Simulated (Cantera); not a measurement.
A freely propagating, adiabatic, planar premixed flame of 9.13 % CH₄, 1.19 % CO, 18.8 % O₂, 70.9 % N₂, equivalence ratio 1.0, unburnt at 448 K and 7500 Torr; multicomponent transport, grid criteria slope 0.08 and curve 0.16, no radiation.

Model: GRI-Mech 3.0 (53 species, 325 reactions), integrated in Cantera. Burning velocities carry a grid error of a few per cent, more on coarse grids.

x: mole fraction of selected species; z is measured from the peak of heat release.

```
z (mm)   T (K)  u (m/s)    x CH₄     x CO     x O₂    x CH₂O    x NO₂    x CH₃
-------  -----  -------  -------  -------  -------  --------  -------  -------
-0.238     449    0.308   0.0912   0.0119    0.188   2.26e-7    <1e-8    <1e-8
-0.159     454    0.312   0.0908   0.0119    0.187   3.51e-6  2.69e-8  1.54e-8
-0.119     473    0.326   0.0897   0.0121    0.186   1.98e-5  1.39e-7  7.45e-8
-0.0794    586    0.406   0.0834   0.0137    0.177  0.000178  9.86e-7  1.02e-6
-0.0397   1081    0.756   0.0548   0.0232    0.134   0.00117  2.87e-6  8.61e-5
-0.0199      ?     1.07        ?        ?        ?         ?        ?        ?
0         1944     1.36  0.00426   0.0399   0.0419  0.000408  9.11e-8  0.00106
0.0199    2120     1.48  9.21e-5   0.0298   0.0201   2.23e-5  5.72e-8  4.93e-5
0.0397    2192     1.52  1.13e-6   0.0216   0.0139   3.61e-7  6.38e-8  7.47e-7
0.0794    2265     1.56    <1e-8   0.0155  0.00979     <1e-8  6.38e-8    <1e-8
0.159     2319     1.60    <1e-8   0.0116  0.00690     <1e-8  5.87e-8    <1e-8
0.318     2349     1.61    <1e-8  0.00915  0.00519     <1e-8  5.56e-8    <1e-8
0.636     2361     1.62    <1e-8        ?        ?     <1e-8        ?    <1e-8
```

Problem. Some entries are withheld; supply them.

Solution. 
- -0.0199, T (K): 1521
- -0.0199, x CH₄: 0.0277
- -0.0199, x CO: 0.0334
- -0.0199, x O₂: 0.0898
- -0.0199, x CH₂O: 0.00132
- -0.0199, x NO₂: 1.10e-6
- -0.0199, x CH₃: 0.000742
- 0.636, x CO: 0.00812
- 0.636, x O₂: 0.00449
- 0.636, x NO₂: 6.37e-8
